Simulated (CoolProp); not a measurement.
Properties of toluene along the isotherm 346.85 °C.

Model: reference Helmholtz-energy equation of state, Lemmon 2006, in CoolProp. It is a short technical equation, of lower accuracy than the large ones.

```
p (MPa)  phase  isothermal compressibility (1/MPa)  expansivity (1/kK)
-------  -----  ----------------------------------  ------------------
0.229      gas                               4.446               1.710
0.458      gas                               2.266               1.817
0.688      gas                                 ___               1.936
0.917      gas                                 ___                 ___
1.15       gas                              0.9628               2.216
1.38       gas                              0.8223               2.381
1.6        gas                              0.7273               2.558
1.83       gas                              0.6541                 ___
2.06       gas                              0.5990                 ___
```

Q: Complete the blanks.

A: 
- 0.688, isothermal compressibility (1/MPa): 1.539
- 0.917, isothermal compressibility (1/MPa): 1.180
- 0.917, expansivity (1/kK): 2.067
- 1.83, expansivity (1/kK): 2.767
- 2.06, expansivity (1/kK): 3.006
